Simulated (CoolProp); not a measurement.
Values from CoolProp's reference Helmholtz-energy equation of state, Thol 2019.

### Question
For n-pentane, give the phase and the viscosity (µPa s), conductivity (mW/(m K)) at 360.6 K and 0.179 bar.

### Answer
- 360.6 K and 0.179 bar: gas; viscosity 8.22, conductivity 21.1

Viscosity comes from a separate model (Quiñones-Cisneros 2006), older than the equation that it now runs on, and unchecked against measurements. Thermal conductivity comes from a separate model (Vassiliou 2015).
